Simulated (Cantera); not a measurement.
# Stirred combustor or abatement burner

A perfectly stirred reactor is fed with H2 : O2 : N2 = 1.4 : 0.417 : 1.57 (molar parts), at 11.0 bar; it is adiabatic with a 725 K inlet, and is followed from long to short residence time, starting on the burning branch (τ in s: 0.29, 0.12, 0.05, 0.02, 0.0084, 0.0035, 0.0014, 0.00059, 0.00024, 0.0001).

Detailed kinetics in Cantera: the H2/O2 subset of GRI-Mech 3.0, which has no nitrogen chemistry. The hydrogen kinetics of GRI-Mech 3.0 are dated; newer H2 mechanisms differ, most at raised pressure.

```
τ (s)    T (K)   x H2      x O2   x H2O2  x H2O       x O     x OH      x H
-------  -----  -----  --------  -------  -----  --------  -------  -------
0.29      2513  0.189   8.58e-6  1.92e-8  0.279   1.33e-5  0.00109  0.00352
0.12      2513  0.189   9.34e-6  1.94e-8  0.279   1.34e-5  0.00109  0.00353
0.050     2513  0.189   1.11e-5  2.00e-8  0.279   1.36e-5  0.00110  0.00355
0.020     2512  0.189   1.57e-5  2.15e-8  0.279   1.41e-5  0.00112  0.00361
0.0084    2511  0.189   2.57e-5  2.48e-8  0.279   1.51e-5  0.00116  0.00375
0.0035    2508  0.189   4.76e-5  3.25e-8  0.279   1.77e-5  0.00125  0.00405
0.0014    2502  0.189   9.45e-5  5.11e-8  0.278   2.43e-5  0.00145  0.00473
0.00059   2492  0.188  0.000176  8.88e-8  0.277   3.89e-5  0.00181  0.00598
0.00024   2473  0.187  0.000323  1.67e-7  0.276   7.34e-5  0.00244  0.00822
0.00010   2443  0.186  0.000572  2.99e-7  0.274  0.000146  0.00334   0.0117
```
x: mole fraction; the columns are a selection and need not sum to one.
